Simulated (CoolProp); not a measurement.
Values from CoolProp's reference Helmholtz-energy equation of state, Schroeder 2014.

### Question
Give the vapour pressure (MPa), liquid density (kg/m³), vapour density (kg/m³), liquid viscosity (µPa s) of saturated ethanol at 303.5, 310.2 K.

### Answer
| T (K) | p (MPa) | liquid density (kg/m³) | vapour density (kg/m³) | liquid viscosity (µPa s) |
|---|---|---|---|---|
| 303.5 | 0.0107 | 780 | 0.196 | 977 |
| 310.2 | 0.0153 | 775 | 0.276 | 864 |

Viscosity comes from a separate model (Kiselev 2005).
